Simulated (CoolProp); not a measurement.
Values from CoolProp's reference Helmholtz-energy equation of state, Lemmon 2006. It is a short technical equation, of lower accuracy than the large ones.

Task: For carbonyl sulfide, give the phase and the cp (kJ/(kg K)), cv (kJ/(kg K)), expansivity (1/kK) at -4.05 °C and 4.94 MPa; 27.55 °C and 4.94 MPa; 43.35 °C and 4.94 MPa.

Result: 
- -4.05 °C and 4.94 MPa: liquid; cp 1.24, cv 0.703, expansivity 2.22
- 27.55 °C and 4.94 MPa: liquid; cp 1.34, cv 0.708, expansivity 2.85
- 43.35 °C and 4.94 MPa: liquid; cp 1.41, cv 0.712, expansivity 3.40
